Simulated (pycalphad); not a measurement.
CALPHAD calculation (pycalphad, COST 507 light-alloy database (1999)), 1 atm. The data set is of 1999 and partly superseded. Amounts are mole fractions of atoms.

Give the equilibrium state of Cu-28.12Si (wt.%) at 977 °C.

LIQUID, fraction 0.902, with 23.7 Si wt.%; DIAMOND_A4, fraction 0.098, with 100 Si wt.%.

Give the equilibrium state of Cu-28.12Si (wt.%) at 477 °C.

CU19SI6_ETA, fraction 0.698, with 12.2 Si wt.%; DIAMOND_A4, fraction 0.302, with 100 Si wt.%.

Database names, with the compositions (at.%) that they take in these runs: CU19SI6_ETA: Cu 76 Si 24. DIAMOND_A4 is diamond (Si).
